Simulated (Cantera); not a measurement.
Charge: 1 mol NaCl, 0.97 mol HF, 1 mol H2, held at 0.840 Pa.

Cantera equilibrium calculation (NASA polynomials, part measured and part estimated; ideal gas, pure solids and liquids). Candidate condensed phases: Na, NaCl, NaF; 23 gas species. Kinetics and transport are ignored. All values below are at 1975 K.

Base state: HF 0.253, H 0.173, Na 0.171, H2 0.135, NaCl 0.0898, HCl 0.0890, Cl 0.0855, NaF 0.00369 (mole fractions); condensed: gas only.

### Question
What changes in the equilibrium state with this change: pressure from 0.840 Pa to 0.770 bar?

### Answer
| species | before | after |
|---|---|---|
| H2 | 0.135 | 0.333 |
| HF | 0.253 | 0.294 |
| NaCl | 0.0898 | 0.290 |
| H | 0.173 | 0.000900 |
| Cl | 0.0855 | 7.86e-5 |
| Na | 0.171 | 0.00656 |
| NaF | 0.00369 | 0.0318 |
| HCl | 0.0890 | 0.0389 |
| Na2Cl2 | 3.89e-9 | 0.00372 |
| Na2F2 | <1e-9 | 0.000306 |
| F | 0.000120 | 2.95e-7 |
| NaH | 1.32e-6 | 2.41e-5 |
